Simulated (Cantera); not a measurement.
## Ignition delay

Mixture: 8.38 % CH₄, 19.3 % O₂, 72.4 % N₂, equivalence ratio 0.87, at 1400000 Pa, adiabatic and at constant pressure. Ignition delay is the time to a rise of 400 K.

Model: GRI-Mech 3.0 (53 species, 325 reactions), integrated in Cantera. The pressure lies above the range GRI-Mech 3.0 was tuned for (to about 10 atm).

| T0 (K) | delay (ms) |
|---|---|
| 1098 | 11.7 |
| 1173 | 4.28 |
| 1248 | 1.73 |
| 1323 | 0.756 |
| 1398 | 0.349 |
| 1473 | 0.169 |
| 1548 | 0.0855 |

```
Property                                                 Value
--------------------------------------------------  ----------
apparent activation energy between 1398 and 1548 K  170 kJ/mol
```
